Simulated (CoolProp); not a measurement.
Vapour-liquid equilibrium of R22 (1) + R11 (2) at 272 K; x and y are mole fractions of (1).

Computed with CoolProp (multi-fluid Helmholtz-energy mixture model, Kamei 1995 and Jacobsen 1992; pair parameters Bell 2016).

```json
[
 {"x": "0.05", "bubble pressure, mixture model (MPa)": "0.07409", "bubble pressure, Raoult's law (MPa)": "0.06032", "y, mixture model": "0.501", "y, Raoult's law": "0.398"},
 {"x": "0.15", "bubble pressure, mixture model (MPa)": "0.1357", "bubble pressure, Raoult's law (MPa)": "0.1045", "y, mixture model": "0.747", "y, Raoult's law": "0.689"},
 {"x": "0.25", "bubble pressure, mixture model (MPa)": "0.1869", "bubble pressure, Raoult's law (MPa)": "0.1486", "y, mixture model": "0.830", "y, Raoult's law": "0.807"},
 {"x": "0.35", "bubble pressure, mixture model (MPa)": "0.2309", "bubble pressure, Raoult's law (MPa)": "0.1927", "y, mixture model": "0.874", "y, Raoult's law": "0.871"},
 {"x": "0.45", "bubble pressure, mixture model (MPa)": "0.2701", "bubble pressure, Raoult's law (MPa)": "0.2369", "y, mixture model": "0.903", "y, Raoult's law": "0.911"},
 {"x": "0.55", "bubble pressure, mixture model (MPa)": "0.3067", "bubble pressure, Raoult's law (MPa)": "0.2810", "y, mixture model": "0.925", "y, Raoult's law": "0.939"},
 {"x": "0.65", "bubble pressure, mixture model (MPa)": "0.3423", "bubble pressure, Raoult's law (MPa)": "0.3251", "y, mixture model": "0.943", "y, Raoult's law": "0.959"},
 {"x": "0.75", "bubble pressure, mixture model (MPa)": "0.3785", "bubble pressure, Raoult's law (MPa)": "0.3693", "y, mixture model": "0.959", "y, Raoult's law": "0.974"},
 {"x": "0.85", "bubble pressure, mixture model (MPa)": "0.4165", "bubble pressure, Raoult's law (MPa)": "0.4134", "y, mixture model": "0.975", "y, Raoult's law": "0.986"},
 {"x": "0.95", "bubble pressure, mixture model (MPa)": "0.4576", "bubble pressure, Raoult's law (MPa)": "0.4575", "y, mixture model": "0.992", "y, Raoult's law": "0.996"}
]
```

The largest gap from Raoult's law is +29.9 % in bubble pressure, at x = 0.15. No azeotrope shows between x = 0.05 and 0.95.

Pair parameters are fitted to limited data, so mixtures are less certain than the pure fluids.
